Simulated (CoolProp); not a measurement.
Computed with CoolProp (reference Helmholtz-energy equation of state, Lemmon 2006). It is a short technical equation, of lower accuracy than the large ones.

Q: Give the vapour pressure (bar), vapour density (kg/m³) of saturated toluene at 412.9, 539 K.

A: 
```json
[
 {"T (K)": "412.9", "p (bar)": "2.17", "vapour density (kg/m³)": "6.25"},
 {"T (K)": "539", "p (bar)": "20.9", "vapour density (kg/m³)": "65.7"}
]
```
